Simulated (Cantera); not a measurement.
Diamond growth

A diamond (100) surface in a fixed gas of H2 with x(CH4) = 0.0022, x(H) = 0.00062, x(CH3) = 0.0006, 0.0247 atm; coverages are run to steady state.

Computed with Cantera and the Harris–Goodwin 1993 mechanism for the reconstructed diamond (100) surface.

| T (K) | growth (µm/h) | θ c6HH | θ c6H* | θ c6*H | θ c6** | θ c6HM |
|---|---|---|---|---|---|---|
| 925 | 2.57 | 0.378 | 0.00673 | 0.173 | 0.00231 | 0.346 |
| 975 | 3.14 | 0.410 | 0.0103 | 0.227 | 0.00390 | 0.260 |
| 1025 | 2.95 | 0.458 | 0.0157 | 0.300 | 0.00639 | 0.155 |
| 1075 | 2.04 | 0.492 | 0.0222 | 0.373 | 0.00957 | 0.0675 |
| 1125 | 1.27 | 0.495 | 0.0282 | 0.422 | 0.0127 | 0.0236 |
| 1175 | 0.930 | 0.482 | 0.0335 | 0.451 | 0.0154 | 0.00774 |
| 1225 | 0.841 | 0.467 | 0.0382 | 0.466 | 0.0177 | 0.00255 |
| 1275 | 0.791 | 0.455 | 0.0426 | 0.475 | 0.0198 | 0.000859 |
| 1325 | 0.621 | 0.449 | 0.0466 | 0.478 | 0.0217 | 0.000295 |
| 1375 | 0.364 | 0.447 | 0.0502 | 0.477 | 0.0230 | 0.000106 |
θ: site fractions in the mechanism's names (c6HH fully hydrogenated, c6H* and c6*H radical sites, c6** diradical, c6HM methylated).
